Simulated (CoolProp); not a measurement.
Vapour-liquid equilibrium of carbon dioxide (1) + dimethyl ether (2) at 241.2 K; x and y are mole fractions of (1).

Model: multi-fluid Helmholtz-energy mixture model, Span 1996 and Wu 2011; pair parameters Bell 2016, in CoolProp.

```csv
x,bubble pressure (bar),y at the bubble point,dew pressure at overall composition x (bar),liquid density (mol/L)
0.05,1.132,0.376,0.7699,16.50
0.15,2.015,0.680,0.8539,17.20
0.25,3.014,0.808,0.9582,17.94
0.35,4.132,0.877,1.091,18.72
0.45,5.361,0.919,1.267,19.54
0.55,6.691,0.946,1.511,20.41
0.65,8.104,0.965,1.871,21.31
0.75,9.575,0.979,2.460,22.25
0.85,11.08,0.989,3.606,23.21
0.95,12.60,0.997,6.916,24.17
```

No azeotrope shows between x = 0.05 and 0.95.

Pair parameters are fitted to limited data, so mixtures are less certain than the pure fluids.
